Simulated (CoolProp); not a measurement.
Vapour-liquid equilibrium of CH2F2 (R32) (1) + fluoroethane (R161) (2) at 9.47 kPa; x and y are mole fractions of (1).

Values from CoolProp's multi-fluid Helmholtz-energy mixture model, Tillner-Roth 1997 and Wu 2012; pair parameters Bell 2016.

| x | bubble temperature, mixture model (K) | bubble temperature, Raoult's law (K) | y, mixture model | y, Raoult's law |
|---|---|---|---|---|
| 0.05 | 193.0 | 193.6 | 0.133 | 0.101 |
| 0.15 | … | 192.1 | 0.324 | 0.275 |
| 0.25 | 189.6 | 190.9 | 0.456 | 0.419 |
| 0.35 | 188.4 | 189.7 | 0.558 | 0.539 |
| 0.45 | 187.5 | 188.6 | 0.642 | 0.640 |
| 0.55 | 186.7 | 187.6 | 0.715 | 0.727 |
| 0.65 | 186.0 | 186.7 | 0.783 | 0.803 |
| 0.75 | 185.3 | 185.9 | 0.846 | 0.868 |
| 0.85 | 184.8 | 185.1 | … | 0.926 |
| 0.95 | … | 184.3 | 0.969 | 0.977 |

### Question
Complete the blanks.

### Answer

- 0.15, bubble temperature, mixture model (K): 191.1
- 0.85, y, mixture model: 0.908
- 0.95, bubble temperature, mixture model (K): 184.2

The largest gap from Raoult's law is -1.3 K in bubble temperature, at x = 0.25. No azeotrope shows between x = 0.05 and 0.95.

The pair parameters rest on a limited set of measurements; away from them the model extrapolates.
